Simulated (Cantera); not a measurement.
Input: 1 mol SiF₄, 0.8 mol NO, held at 1198.15 K and 113 Torr.

These are equilibrium values from Cantera (NASA tables, ideal gas, pure condensed phases), not measurements of a reactor. Candidate condensed phases: Si, SiO₂, Si₂N₂O, Si₃N₄; 28 gas species. Rates play no part.

Base state: SiF₄ 0.556, N₂ 0.222, O₂ 0.222, NO 0.000105 (mole fractions); condensed: gas only.

Task: What changes in the equilibrium state with this change: SiF₄ replaced by TEOS?

Result: 
| species | before | after |
|---|---|---|
| H₂ | 0 | 0.756 |
| CO | 0 | 0.212 |
| N₂ | 0.222 | 0.0304 |
| SiF₄ | 0.556 | 0 |
| O₂ | 0.222 | <1e-9 |
| CH₄ | 0 | 0.00137 |
| H₂O | 0 | 0.000636 |
| C(graphite), mol | 0 | 5.19 |
| SiO₂(β-quartz), mol | 0 | 1.00 |
The feed counts by its element totals alone. The tables hold silica as quartz up to 1696 K and as liquid above; real silica turns to tridymite and cristobalite and melts near 1996 K. Further candidate phases: C, C₆H₆, C₇H₈, C₈H₁₈, H₂O, SiC.
